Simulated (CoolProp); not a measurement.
Vapour-liquid equilibrium of propane (1) + m-xylene (2) at 338.2 K; x and y are mole fractions of (1).

The numbers come from the multi-fluid Helmholtz-energy mixture model, Lemmon 2009 and Zhou 2012; pair parameters Bell 2016 in CoolProp.

Question: Give the bubble pressure and the first vapour's composition at x = 0.2, 0.5, 0.65. Is there an azeotrope?

Answer: x = 0.2: 557.9 kPa, y = 0.985; x = 0.5: 1245 kPa, y = 0.993; x = 0.65: 1541 kPa, y = 0.995. No azeotrope shows between x = 0.05 and 0.95.

The pair parameters rest on a limited set of measurements; away from them the model extrapolates. The gap from Raoult's law changes sign with composition, which may be real or a fault of the pair parameters; it wasn't checked against measurements.
